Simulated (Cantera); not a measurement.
A jet of 1.21 % H2, 19.2 % O2, 79.6 % N2 at 300 K and 0.0424 atm hits a platinum plate 7.8 cm away at a mass flux of 0.094 kg/m²/s; the plate temperature is set and raised in steps from an oxygen-covered start.

Model: Deutschmann's 1995 Pt surface mechanism with GRI-Mech 3.0 gas chemistry, integrated in Cantera. Catalytic surfaces can have several steady states; this one follows from the mechanism file's or the stated starting coverage.

x: mole fraction at the wall; θ: surface coverage.

```json
[
 {"plate T (K)": "600", "wall x H2": "0.00342", "wall x O2": "0.182", "wall x H2O": "0.0170", "wall x OH": "<1e-8", "θ free Pt": "0.0310", "θ O*": "0.967", "θ OH*": "___"},
 {"plate T (K)": "650", "wall x H2": "0.00334", "wall x O2": "0.182", "wall x H2O": "0.0170", "wall x OH": "<1e-8", "θ free Pt": "0.0334", "θ O*": "0.965", "θ OH*": "___"},
 {"plate T (K)": "700", "wall x H2": "0.00295", "wall x O2": "0.182", "wall x H2O": "0.0177", "wall x OH": "<1e-8", "θ free Pt": "0.0412", "θ O*": "0.958", "θ OH*": "___"},
 {"plate T (K)": "750", "wall x H2": "0.00218", "wall x O2": "0.181", "wall x H2O": "0.0190", "wall x OH": "<1e-8", "θ free Pt": "0.0624", "θ O*": "0.937", "θ OH*": "0.00100"},
 {"plate T (K)": "800", "wall x H2": "0.00150", "wall x O2": "0.180", "wall x H2O": "0.0202", "wall x OH": "<1e-8", "θ free Pt": "0.100", "θ O*": "0.899", "θ OH*": "0.000961"},
 {"plate T (K)": "850", "wall x H2": "0.00107", "wall x O2": "0.180", "wall x H2O": "0.0209", "wall x OH": "1.41e-8", "θ free Pt": "0.152", "θ O*": "0.847", "θ OH*": "0.000904"},
 {"plate T (K)": "900", "wall x H2": "0.000807", "wall x O2": "0.180", "wall x H2O": "0.0213", "wall x OH": "4.36e-8", "θ free Pt": "0.212", "θ O*": "0.787", "θ OH*": "___"}
]
```

**Question.** Complete the blanks.

**Answer.** 
- 600, θ OH*: 0.00209
- 650, θ OH*: 0.00142
- 700, θ OH*: 0.00110
- 900, θ OH*: 0.000827
